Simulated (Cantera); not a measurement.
Equilibrium for titanium nitride, carbide and oxide coatings: Ti + CH₄

Input: 1 mol Ti, 0.44 mol CH₄, held at 13.0 Pa.

Equilibrium computed with Cantera from the NASA thermochemical tables; the gas is ideal and each condensed phase is pure. Candidate condensed phases: C, C₆H₆, C₇H₈, C₈H₁₈, Ti, TiC; 77 gas species. Mutual solubility and eutectic melting of coexisting phases are not modelled. TiC: taken at fixed stoichiometry. Condensed phases not in the tables: N, O or C dissolved in the metal. Equilibrium is a limit: real reactors are often held back by kinetics, nucleation or transport.

From 1177 °C to 1577 °C the condensed part is Ti(β) + TiC(s). From 1677 °C to 1777 °C the condensed part is Ti(l) + TiC(s). At 1877 °C the condensed part is TiC(s). The main Ti-bearing gas is Ti throughout.

| T (°C) | log p H₂ | log p Ti | log p H | log p C | n Ti(β) | n TiC(s) | n Ti(l) |
|---|---|---|---|---|---|---|---|
| 1177 | -3.89 | -9.52 | -6.97 | <-15 | 0.560 | 0.440 | 0 |
| 1277 | -3.89 | -8.45 | -6.45 | <-15 | 0.560 | 0.440 | 0 |
| 1377 | -3.89 | -7.52 | -5.99 | <-15 | 0.560 | 0.440 | 0 |
| 1477 | -3.90 | -6.69 | -5.58 | <-15 | 0.559 | 0.440 | 0 |
| 1577 | -3.91 | -5.95 | -5.22 | <-15 | 0.552 | 0.440 | 0 |
| 1677 | -3.95 | -5.30 | -4.91 | -15.25 | 0 | 0.440 | 0.523 |
| 1777 | -4.05 | -4.72 | -4.67 | -14.04 | 0 | 0.440 | 0.395 |
| 1877 | -4.26 | -4.35 | -4.51 | -12.81 | 0 | 0.440 | 0 |
log p: log10 of the partial pressure in bar; n: condensed amount in mol.
